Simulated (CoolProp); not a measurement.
R11 at several states: density (kg/m³) from the reference equation and from simpler models built on Tc = 198.0 °C, pc = 4.408 MPa, ω = 0.189; each cubic takes its own stable root.

Values from CoolProp's reference Helmholtz-energy equation of state, Jacobsen 1992.

| T (°C) | p (MPa) | phase | reference |
|---|---|---|---|
| -100.55 | 4 | liquid | 1752 |
| -84.15 | 0.045 | liquid | 1715 |
| -70.95 | 0.0111 | liquid | 1687 |
| 176.85 | 6.13 | liquid | 1033 |
| 20.85 | 0.0107 | gas | 0.6036 |
| 40.65 | 0.505 | liquid | 1439 |

Task: How far does each simpler model (van der Waals, Peng-Robinson) lie from the reference over these 6 states: mean and median of the absolute difference, and the worst?

Result: 
- van der Waals: mean 50.8 %, median 37.8 %, worst -99.9 % at -70.95 °C and 0.0111 MPa
- Peng-Robinson: mean 3.4 %, median 4.2 %, worst +6.8 % at 40.65 °C and 0.505 MPa

At some of these states van der Waals gives the other phase, because its saturation line lies elsewhere.
